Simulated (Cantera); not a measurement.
Cantera run, input and output.

```python
import numpy as np
import cantera as ct

gas = ct.Solution("gri30.yaml")
gas.TPX = 1325, 100000, {'N2O': 1}
inlet = ct.Reservoir(gas, clone=True)

reactor = ct.IdealGasConstPressureReactor(gas, energy="off", clone=False)
exhaust = ct.Reservoir(gas, clone=True)
tau = [5.4, 2, 0.76, 0.29, 0.11, 0.04, 0.015, 0.0057, 0.0021, 0.0008][0]
for a, b in ((inlet, reactor), (reactor, exhaust)):
    ct.MassFlowController(a, b, mdot=lambda t: reactor.mass / tau)
net = ct.ReactorNet([reactor])
show = ['N2O', 'N2', 'O2', 'NO', 'NO2']

rows = []
print(f"{'tau/s':>10s}{'T/K':>9s}" + "".join(f"{s:>11s}" for s in show))
for tau in [5.4, 2, 0.76, 0.29, 0.11, 0.04, 0.015, 0.0057, 0.0021, 0.0008]:
    net.initial_time = 0.0
    net.advance(30 * tau)
    before = gas.X
    net.advance(40 * tau)
    drift = np.max(np.abs(gas.X - before) / (gas.X + 1e-9))
    rows.append([gas.T, *gas[show].X, drift])
    print(f"{tau:10.3e}{gas.T:9.1f}" + "".join(f"{x:11.3e}" for x in gas[show].X))
```

Output:

```
     tau/s      T/K        N2O         N2         O2         NO        NO2
 5.400e+00   1325.0  3.802e-02  6.204e-01  2.995e-01  4.164e-02  3.821e-04
 2.000e+00   1325.0  8.847e-02  5.809e-01  2.768e-01  5.337e-02  4.826e-04
 7.600e-01   1325.0  1.869e-01  5.119e-01  2.405e-01  6.006e-02  5.366e-04
 2.900e-01   1325.0  3.527e-01  4.032e-01  1.872e-01  5.639e-02  4.972e-04
 1.100e-01   1325.0  5.705e-01  2.655e-01  1.221e-01  4.146e-02  3.583e-04
 4.000e-02   1325.0  7.767e-01  1.374e-01  6.286e-02  2.279e-02  1.886e-04
 1.500e-02   1325.0  9.007e-01  6.098e-02  2.783e-02  1.038e-02  7.799e-05
 5.700e-03   1325.0  9.594e-01  2.489e-02  1.135e-02  4.286e-03  2.601e-05
 2.100e-03   1325.0  9.846e-01  9.434e-03  4.299e-03  1.633e-03  6.475e-06
 8.000e-04   1325.0  9.941e-01  3.627e-03  1.650e-03  6.288e-04  1.315e-06
```

Detailed kinetics in Cantera: GRI-Mech 3.0 (53 species, 325 reactions). GRI-Mech 3.0 was tuned for natural gas; its chemistry of N2O as a main component is partial and can be far from experiment. The mechanism lacks the step 2 NO + O2 → 2 NO2, which can matter for NO2 below about 1400 K. The temperature is held fixed by assumption; the heat of reaction is taken as removed at once.
